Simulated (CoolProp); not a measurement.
Saturated liquid density (kg/m³) of octamethyltrisiloxane (MDM): the reference equation beside estimates from Tc = 565.4 K, pc = 1.438 MPa, ω = 0.528. Rackett uses Z = 0.29056 − 0.08775 ω.

The numbers come from the reference Helmholtz-energy equation of state, Thol 2017 in CoolProp.

```csv
T (K),reference,Rackett,van der Waals,Redlich-Kwong,Soave-Redlich-Kwong,Peng-Robinson
283.2,830.2,940.9,474.0,703.7,738.5,829.2
297.9,815.5,924.5,467.0,692.1,729.3,819.5
312.6,800.7,907.8,459.7,679.9,719.5,809.2
327.3,785.6,890.7,452.2,667.2,709.0,798.0
341.9,770.4,873.3,444.4,653.9,697.9,786.1
356.6,754.8,855.3,436.3,639.8,685.8,773.2
371.3,738.8,836.8,427.8,625.0,672.8,759.3
385.9,722.5,817.8,419.0,609.5,658.9,744.3
400.6,705.5,798.0,409.8,593.1,643.8,727.9
```

Absolute difference from the reference over all 9 rows, mean and median: Rackett 13.3 and 13.3 %, van der Waals 42.4 and 42.3 %, Redlich-Kwong 15.3 and 15.2 %, Soave-Redlich-Kwong 9.6 and 9.4 %, Peng-Robinson 1.9 and 2.0 %.
